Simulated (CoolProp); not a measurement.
Vapour-liquid equilibrium of R13 (1) + propylene (2) at 7.9 bar; x and y are mole fractions of (1).

Model: multi-fluid Helmholtz-energy mixture model, Platzer 1990 and Lemmon 2013; pair parameters Bell 2016, in CoolProp. This equation is an older, rougher fit; its heat capacities, sound speeds and derivatives of the liquid may be far off and weren't checked against measurements.

```tsv
x	bubble temperature, mixture model (K)	bubble temperature, Raoult's law (K)	y, mixture model	y, Raoult's law
0.05	277.6	279.8	0.175	0.147
0.2	264.6	270.1	0.495	0.461
0.35	256.7	262.3	0.656	0.657
0.5	251.6	256.0	0.756	0.786
0.65	247.8	250.8	0.830	0.876
0.8	244.7	246.3	0.898	0.940
0.95	242.0	242.4	0.972	0.987
```

The largest gap from Raoult's law is -5.6 K in bubble temperature, at x = 0.35. No azeotrope shows between x = 0.05 and 0.95.

Pair parameters are fitted to limited data, so mixtures are less certain than the pure fluids.
